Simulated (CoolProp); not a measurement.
Vapour-liquid equilibrium of CHF3 (R23) (1) + C2F6 (R116) (2) at 186.5 K; x and y are mole fractions of (1).

Computed with CoolProp (multi-fluid Helmholtz-energy mixture model, Penoncello 2003 and Lemmon 2006; pair parameters Bell 2016).

Question: Give the bubble pressure and the first vapour's composition at x = 0.15, 0.85, 0.95. Is there an azeotrope?

Answer: x = 0.15: 0.09382 MPa, y = 0.404; x = 0.85: 0.1009 MPa, y = 0.682; x = 0.95: 0.08862 MPa, y = 0.833. y crosses x between x = 0.55 and 0.65: the model has an azeotrope there.

Pair parameters are fitted to limited data, so mixtures are less certain than the pure fluids. With so large a gap from Raoult's law the liquid may split in two, which this calculation doesn't test in full.
